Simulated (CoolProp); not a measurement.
Vapour-liquid equilibrium of R245fa (1) + isopentane (2) at 7.71 bar; x and y are mole fractions of (1).

Values from CoolProp's multi-fluid Helmholtz-energy mixture model, Akasaka 2015 and Lemmon 2006; pair parameters Bell 2016.

| x | bubble temperature, mixture model (K) | bubble temperature, Raoult's law (K) | y, mixture model | y, Raoult's law |
|---|---|---|---|---|
| 0.05 | 369.1 | 374.5 | 0.158 | 0.084 |
| 0.2 | 355.8 | 369.8 | 0.435 | 0.304 |
| 0.35 | 349.7 | 365.6 | 0.563 | 0.484 |
| 0.5 | 347.0 | 362.0 | [?] | 0.635 |
| 0.65 | 346.0 | 358.7 | 0.687 | 0.763 |
| 0.8 | 346.2 | 355.8 | [?] | 0.874 |
| 0.95 | 349.4 | 353.1 | [?] | 0.970 |

Some entries are withheld; supply them.


- 0.5, y, mixture model: 0.634
- 0.8, y, mixture model: 0.753
- 0.95, y, mixture model: 0.900

The largest gap from Raoult's law is -15.9 K in bubble temperature, at x = 0.35. y crosses x between x = 0.65 and 0.8: the model has an azeotrope there.

The pair parameters rest on a limited set of measurements; away from them the model extrapolates.
